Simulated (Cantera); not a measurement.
An isothermal, constant-pressure homogeneous reactor starts with NH3 : N2 : H2 = 1 : 0.18 : 0.017 (molar parts), at 1525 K and 750 Torr.

Detailed kinetics in Cantera: the gas-phase N/H chemistry of the illustrative SiF4/NH3 mechanism in the Surface Chemkin manual (1991). Walls and surfaces, which speed up NH3 decomposition in real reactors, are not modelled.

Q: Predict: x(NH3) at 20.0 s; x(N2) at 20.0 s; x(NH2) at 20.0 s; x(N2H2) at 20.0 s; x(NH) at 20.0 s; x(H2) at 20.0 s.

A: 
```json
{
 "x(NH3) at 20.0 s": "0.410 (gas-phase equilibrium 1.81e-5)",
 "x(N2) at 20.0 s": "0.231 (gas-phase equilibrium 0.310)",
 "x(NH2) at 20.0 s": "2.57e-5 (gas-phase equilibrium 1.17e-9)",
 "x(N2H2) at 20.0 s": "7.27e-8 (gas-phase equilibrium <1e-12)",
 "x(NH) at 20.0 s": "6.37e-8 (gas-phase equilibrium 3.02e-12)",
 "x(H2) at 20.0 s": "0.359 (gas-phase equilibrium 0.690)"
}
```
